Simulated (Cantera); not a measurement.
## Hydrogen reduction and annealing atmospheres: FeS2 + H2

Charge: 1 mol FeS2, 0.64 mol H2, equilibrated at 1648.15 K.

Equilibrium computed with Cantera from the NASA thermochemical tables; the gas is ideal and each condensed phase is pure. Candidate condensed phases: Fe, FeS, FeS2, S; 8 gas species. FeS: taken at fixed stoichiometry. Rates play no part.

At 10.0 Pa the condensed part is Fe(γ). From 36.0 Pa to 1000000 Pa the condensed part is FeS(l).

| P (Pa) | x S2 | x H2S | x H2 | x Fe | x S | x SH | n Fe(γ) | n FeS(l) |
|---|---|---|---|---|---|---|---|---|
| 10 | 0.573 | 0.00519 | 0.363 | 0.0262 | 0.0147 | 0.0126 | 0.956 | 0 |
| 36 | 0.422 | 0.0125 | 0.536 | 0.00583 | 0.00667 | 0.0132 | 0 | 0.993 |
| 130 | 0.422 | 0.0237 | 0.535 | 0.000849 | 0.00351 | 0.0131 | 0 | 0.999 |
| 460 | 0.418 | 0.0433 | 0.522 | 0.000128 | 0.00186 | 0.0129 | 0 | 1.000 |
| 1700 | 0.410 | 0.0785 | 0.498 | 1.82e-5 | 0.000956 | 0.0125 | 0 | 1.000 |
| 6000 | 0.395 | 0.134 | 0.459 | 2.80e-6 | 0.000500 | 0.0118 | 0 | 1.000 |
| 22000 | 0.372 | 0.216 | 0.400 | 4.11e-7 | 0.000253 | 0.0107 | 0 | 1.00 |
| 77000 | 0.344 | 0.319 | 0.327 | 6.52e-8 | 0.000130 | 0.00928 | 0 | 1.00 |
| 280000 | 0.313 | 0.434 | 0.245 | 9.86e-9 | 6.51e-5 | 0.00766 | 0 | 1.00 |
| 1000000 | 0.284 | 0.540 | 0.170 | 1.53e-9 | 3.28e-5 | 0.00607 | 0 | 1.00 |
x: gas mole fraction; n: condensed amount in mol.
